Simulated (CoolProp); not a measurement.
A closed Brayton cycle with nitrogen: compressor inlet 318.15 K and 7.7 MPa, high pressure 18.1 MPa, turbine inlet 665 K, compressor efficiency 0.85, turbine efficiency 0.85, recuperator effectiveness 0.95 (on enthalpy, no pinch check). Each further row changes one setting.

Values from CoolProp's reference Helmholtz-energy equation of state, Span 2000.

```csv
case,thermal efficiency (%),net work (kJ/kg),compressor to turbine work,compressor exit (K),turbine exit (K)
as stated,15.3,22.3,0.83,423.1,545.5
turbine inlet 615 K,9.1,12.1,0.90,423.1,503.3
compressor inlet 328.15 K,12.8,18.5,0.86,436.4,545.5
high pressure 15.4 MPa,18.3,22.9,0.79,401.3,566.2
recuperator effectiveness 0.5,10.8,22.3,0.83,423.1,545.5
```
